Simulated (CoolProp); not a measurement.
Vapour-liquid equilibrium of R13 (1) + propylene (2) at 175 kPa; x and y are mole fractions of (1).

Values from CoolProp's multi-fluid Helmholtz-energy mixture model, Platzer 1990 and Lemmon 2013; pair parameters Bell 2016. This equation is an older, rougher fit; its heat capacities, sound speeds and derivatives of the liquid may be far off and weren't checked against measurements.

```json
[
 {"x": "0.05", "bubble temperature, mixture model (K)": "…", "bubble temperature, Raoult's law (K)": "234.7", "y, mixture model": "…", "y, Raoult's law": "0.182"},
 {"x": "0.2", "bubble temperature, mixture model (K)": "219.1", "bubble temperature, Raoult's law (K)": "225.9", "y, mixture model": "0.634", "y, Raoult's law": "0.530"},
 {"x": "0.35", "bubble temperature, mixture model (K)": "213.0", "bubble temperature, Raoult's law (K)": "219.3", "y, mixture model": "…", "y, Raoult's law": "0.720"},
 {"x": "0.5", "bubble temperature, mixture model (K)": "209.5", "bubble temperature, Raoult's law (K)": "214.1", "y, mixture model": "…", "y, Raoult's law": "0.833"},
 {"x": "0.65", "bubble temperature, mixture model (K)": "207.1", "bubble temperature, Raoult's law (K)": "209.9", "y, mixture model": "…", "y, Raoult's law": "0.906"},
 {"x": "0.8", "bubble temperature, mixture model (K)": "…", "bubble temperature, Raoult's law (K)": "206.5", "y, mixture model": "…", "y, Raoult's law": "0.956"},
 {"x": "0.95", "bubble temperature, mixture model (K)": "…", "bubble temperature, Raoult's law (K)": "203.5", "y, mixture model": "0.978", "y, Raoult's law": "0.991"}
]
```

Question: What belongs in the gaps?

Answer: 
- 0.05, bubble temperature, mixture model (K): 231.4
- 0.05, y, mixture model: 0.275
- 0.35, y, mixture model: 0.763
- 0.5, y, mixture model: 0.830
- 0.65, y, mixture model: 0.879
- 0.8, bubble temperature, mixture model (K): 205.1
- 0.8, y, mixture model: 0.924
- 0.95, bubble temperature, mixture model (K): 203.2

The largest gap from Raoult's law is -6.8 K in bubble temperature, at x = 0.2. No azeotrope shows between x = 0.05 and 0.95.

Pair parameters are fitted to limited data, so mixtures are less certain than the pure fluids.
